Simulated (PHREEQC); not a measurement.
Solution (20 °C): 0.0065 mol/kgw HF and 0.0091 mol/kgw NH4F. Closed to the air; pH follows from the charge balance.

Computed with PHREEQC (ion-association model, phreeqc.dat).

This is a speciation only: nothing precipitates in the calculation.

Estimate the pH, ionic strength.

pH 3.31; ionic strength 0.00964 mol/kgw.

In which forms is F present?

F- 61 %, HF 37 %, HF2- 2.6 % of the F.
